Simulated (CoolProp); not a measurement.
C3F8 (R218) at 333.87 K and 16.6 MPa is throttled through a valve to 6.55 MPa with no heat exchange. Each further row changes one setting.

Computed with CoolProp (reference Helmholtz-energy equation of state, Lemmon 2006). It is a short technical equation, of lower accuracy than the large ones.

```
case                      temperature change (K)  final density (kg/m³)
------------------------  ----------------------  ---------------------
as stated                                   -0.9                   1220
outlet pressure 1.96 MPa                    -4.8                   1090
outlet pressure 8.52 MPa                    -0.4                   1260
```
